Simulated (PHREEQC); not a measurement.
Consider water at 25 °C with 0.13 mol/kgw CdCl2 and 0.18 mol/kgw Na2SO4. Closed to the air; pH follows from the charge balance.

All values are PHREEQC results (ion-association model, phreeqc.dat), not measurements.

```json
[
 {"quantity": "pH", "before": "5.68", "after": "5.57"},
 {"quantity": "Cl- (mol/kgw)", "before": "0.162", "after": "0.211"},
 {"quantity": "CdCl+ (mol/kgw)", "before": "0.0593", "after": "0.0956"},
 {"quantity": "CdCl2 (mol/kgw)", "before": "0.0168", "after": "0.0347"},
 {"quantity": "Cd+2 (mol/kgw)", "before": "0.0149", "after": "0.0184"}
]
```

Task: Name the change that produced these shifts.
A) CdCl2 from 0.13 to 0.26 mol/kgw
B) Na2SO4 left out
C) temperature from 25 to 15 °C
D) CdCl2 from 0.13 to 0.195 mol/kgw
E) Na2SO4 from 0.18 to 0.036 mol/kgw

Result: D, CdCl2 from 0.13 to 0.195 mol/kgw

No solid was allowed to form.
